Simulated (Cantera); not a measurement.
## Boron, boron nitride and boron oxide: BF3 + O2 + H2

Input: 1 mol BF3, a varied amount of O2, 2.1 mol H2, equilibrated at 600 °C and 35.0 Pa.

Equilibrium computed with Cantera from the NASA thermochemical tables; the gas is ideal and each condensed phase is pure. Candidate condensed phases: B, B2O3, B3O3H3, H2O; 43 gas species. Gases not in the tables: H3BO3. Kinetics and transport are ignored.

```tsv
n(O2) (mol)	x O2	x H2O	x HF	x BF3	x H2	x B3O3F3	n B2O3(l)
0.8	<1e-12	0.313	0.346	0.174	0.152	0.0146	0.140
1	<1e-12	0.411	0.385	0.160	0.0302	0.0134	0.167
1.4	0.0954	0.392	0.360	0.141	7.81e-11	0.0118	0.175
1.8	0.184	0.351	0.328	0.125	5.04e-11	0.0105	0.178
2.3	0.273	0.311	0.296	0.111	3.66e-11	0.00926	0.182
3	0.369	0.267	0.261	0.0945	2.71e-11	0.00792	0.186
4	0.469	0.222	0.223	0.0781	2.00e-11	0.00654	0.191
5.2	0.554	0.185	0.191	0.0645	1.53e-11	0.00540	0.196
6.7	0.628	0.152	0.162	0.0527	1.18e-11	0.00442	0.202
```
x: gas mole fraction; n: condensed amount in mol.

From 0.8 mol O2 to 6.7 mol O2 the condensed part is B2O3(l). The share of B in condensed phases is highest at 6.7 mol O2 (40.4 %) and lowest at 0.8 mol O2 (28.1 %).
